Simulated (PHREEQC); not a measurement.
PHREEQC input (ion-association model, phreeqc.dat):

```
SOLUTION 0
  temp 40
  units mmol/kgw
  pH 7 charge
  Br 0.53
  K 0.53
  Cl 1.37
  Mg 0.68
  O(0) 1 O2(g) -0.68
SOLUTION 1-30
  temp 40
  units mmol/kgw
  pH 7 charge
  Cl 125.13
  Ba 13
  Pb 0.56
  Zn 49
  O(0) 1 O2(g) -0.68
END
EXCHANGE 1-30
  X 0.0045
  -equilibrate 1
END
SELECTED_OUTPUT 1
  -reset false
  -pH true
  -pe true
  -ionic_strength true
  -water true
  -step true
  -totals Ba Br Cl K Mg Pb Zn
  -molalities MgX2 KX BaX2 ZnX2 PbX2
  -saturation_indices Sylvite Zn(OH)2(e) Pb(OH)2
PRINT
  -reset false
TRANSPORT
  -cells 30
  -shifts 210
  -lengths 0.00333333
  -time_step 3600
  -dispersivities 0.008
  -boundary_conditions flux flux
  -correct_disp true
  -punch_cells 30
  -punch_frequency 7
END
```

Selected output (columns that matter, 21 of 31 rows; pore volumes added in front):

```
pore volumes	pH	mu	Ba	Br	Cl	K	Mg	Pb	Zn	m_MgX2	m_KX	si_Sylvite	si_Zn(OH)2(e)	si_Pb(OH)2
0	4.8746	0.17054	0.013	0	0.12513	0	0	0.00056	0.049	0	0	-1000	-3.654	-2.1676
0.4833	4.879	0.16346	0.012433	2.3695e-05	0.1196	1.9014e-05	2.4034e-05	0.00053372	0.046805	6.8759e-07	6.5663e-07	-6.9275	-3.6564	-2.1651
0.7167	4.9017	0.12963	0.009733	0.00013547	0.093496	0.00011479	0.00013864	0.0004117	0.03647	4.9808e-06	4.4424e-06	-6.2279	-3.6733	-2.1544
0.95	4.9366	0.0852	0.0062582	0.00027848	0.060102	0.00023983	0.00026806	0.0002576	0.023281	1.4577e-05	1.1419e-05	-6.0572	-3.7216	-2.1541
1.4167	4.9947	0.027679	0.0019248	0.00045616	0.018612	0.00038784	0.00032345	7.1947e-05	0.0070149	5.4207e-05	3.2417e-05	-6.2663	-3.9597	-2.2893
1.8833	5.0155	0.0088011	0.00056521	0.00051207	0.0055557	0.00042563	0.00022679	1.8917e-05	0.0020052	0.00012396	6.4246e-05	-6.689	-4.3456	-2.6179
2.1167	5.0176	0.0055807	0.00033891	0.00052144	0.0033691	0.00043492	0.00018818	1.0976e-05	0.0011847	0.00016805	8.3914e-05	-6.8792	-4.5362	-2.7926
2.35	5.0179	0.0040157	0.00022882	0.00052596	0.002314	0.00044677	0.00016807	7.2968e-06	0.00078741	0.00021765	0.0001038	-7.02	-4.6922	-2.9353
2.8167	5.0179	0.0029075	0.00014596	0.00052912	0.0015763	0.00047709	0.00017466	4.6585e-06	0.00048391	0.00033815	0.00013554	-7.149	-4.886	-3.1026
3.2833	5.0184	0.0026556	0.00011879	0.00052981	0.0014145	0.00050142	0.00021873	3.8645e-06	0.00037506	0.00049069	0.00015334	-7.1721	-4.9914	-3.1761
3.5167	5.0187	0.0026166	0.00011055	0.00052991	0.0013906	0.00050921	0.00024734	3.6409e-06	0.00033912	0.00057609	0.00015867	-7.1724	-5.0338	-3.2003
3.75	5.019	0.0025977	0.00010354	0.00052996	0.0013795	0.00051464	0.00027758	3.4556e-06	0.00030784	0.00066477	0.00016261	-7.171	-5.0749	-3.2219
4.2167	5.0196	0.0025841	9.1215e-05	0.00052999	0.001372	0.00052089	0.0003379	3.1316e-06	0.00025332	0.00084422	0.0001681	-7.1679	-5.158	-3.263
4.6833	5.0202	0.0025808	8.0158e-05	0.00053	0.0013704	0.00052387	0.00039339	2.8347e-06	0.0002069	0.0010171	0.00017198	-7.1658	-5.2447	-3.305
4.9167	5.0205	0.0025803	7.5018e-05	0.00053	0.0013702	0.00052478	0.00041856	2.6932e-06	0.00018644	0.0010988	0.0001736	-7.1651	-5.2894	-3.3268
5.15	5.0207	0.00258	7.0128e-05	0.00053	0.0013701	0.00052546	0.0004419	2.5562e-06	0.00016773	0.0011768	0.00017507	-7.1645	-5.3349	-3.3489
5.6167	5.0211	0.0025799	6.1093e-05	0.00053	0.00137	0.00052645	0.00048321	2.2959e-06	0.00013519	0.0013204	0.00017768	-7.1637	-5.4277	-3.3947
6.0833	5.0214	0.0025798	5.3018e-05	0.00053	0.00137	0.00052714	0.00051791	2.0543e-06	0.00010845	0.0014473	0.00017992	-7.1631	-5.5227	-3.4423
6.3167	5.0216	0.0025798	4.9324e-05	0.00053	0.00137	0.00052742	0.00053303	1.9406e-06	9.6998e-05	0.0015046	0.00018092	-7.1628	-5.5709	-3.4668
6.55	5.0217	0.0025799	4.5849e-05	0.00053	0.00137	0.00052767	0.00054681	1.8316e-06	8.6677e-05	0.001558	0.00018185	-7.1626	-5.6195	-3.4916
7.0167	5.022	0.0025799	3.9518e-05	0.00053	0.00137	0.00052809	0.00057076	1.6273e-06	6.9046e-05	0.0016535	0.00018352	-7.1622	-5.7178	-3.5425
```

Complexes and solids missing from the database can't appear. Away from 25 °C the constants follow the database's enthalpies or fits; those with neither stay at their 25 °C values.
